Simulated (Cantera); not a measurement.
Input: 1 mol C₃H₆, 1.4 mol O₂, 0.3 mol N₂, equilibrated at 73.5 Torr.

Equilibrium computed with Cantera from the NASA thermochemical tables; the gas is ideal and each condensed phase is pure. Candidate condensed phases: C, C₆H₆, C₇H₈, C₈H₁₈, H₂O; 136 gas species. Rates play no part.

x: gas mole fraction; n: condensed amount in mol.

```json
[
 {"T (°C)": "652", "x H₂": "0.491", "x CO": "0.381", "x N₂": "0.0529", "x CO₂": "0.0427", "x H₂O": "0.0272", "n C(graphite)": "0.567"},
 {"T (°C)": "752", "x H₂": "0.490", "x CO": "0.446", "x N₂": "0.0499", "x CO₂": "0.00672", "x H₂O": "0.00568", "n C(graphite)": "0.264"},
 {"T (°C)": "852", "x H₂": "0.491", "x CO": "0.457", "x N₂": "0.0493", "x CO₂": "0.00120", "x H₂O": "0.00141", "n C(graphite)": "0.212"},
 {"T (°C)": "952", "x H₂": "0.491", "x CO": "0.459", "x N₂": "0.0492", "x CO₂": "0.000276", "x H₂O": "0.000434", "n C(graphite)": "0.202"},
 {"T (°C)": "1052", "x H₂": "0.491", "x CO": "0.459", "x N₂": "0.0492", "x CO₂": "7.97e-5", "x H₂O": "0.000159", "n C(graphite)": "0.200"},
 {"T (°C)": "1152", "x H₂": "0.492", "x CO": "0.459", "x N₂": "0.0491", "x CO₂": "[?]", "x H₂O": "[?]", "n C(graphite)": "0.199"},
 {"T (°C)": "1252", "x H₂": "0.492", "x CO": "0.459", "x N₂": "0.0491", "x CO₂": "1.10e-5", "x H₂O": "3.18e-5", "n C(graphite)": "0.199"},
 {"T (°C)": "1352", "x H₂": "0.491", "x CO": "0.459", "x N₂": "0.0490", "x CO₂": "4.97e-6", "x H₂O": "1.65e-5", "n C(graphite)": "0.197"},
 {"T (°C)": "1452", "x H₂": "0.491", "x CO": "0.459", "x N₂": "0.0488", "x CO₂": "2.47e-6", "x H₂O": "9.29e-6", "n C(graphite)": "0.195"},
 {"T (°C)": "1552", "x H₂": "0.490", "x CO": "0.459", "x N₂": "0.0486", "x CO₂": "1.33e-6", "x H₂O": "5.56e-6", "n C(graphite)": "0.192"},
 {"T (°C)": "1652", "x H₂": "0.489", "x CO": "0.459", "x N₂": "0.0483", "x CO₂": "[?]", "x H₂O": "[?]", "n C(graphite)": "0.187"},
 {"T (°C)": "1752", "x H₂": "0.487", "x CO": "0.458", "x N₂": "0.0478", "x CO₂": "4.67e-7", "x H₂O": "2.32e-6", "n C(graphite)": "0.179"},
 {"T (°C)": "1852", "x H₂": "0.483", "x CO": "0.457", "x N₂": "0.0471", "x CO₂": "2.99e-7", "x H₂O": "1.59e-6", "n C(graphite)": "0.167"}
]
```

Complete the blanks.


- 1152, x CO₂: 2.76e-5
- 1152, x H₂O: 6.72e-5
- 1652, x CO₂: 7.66e-7
- 1652, x H₂O: 3.51e-6
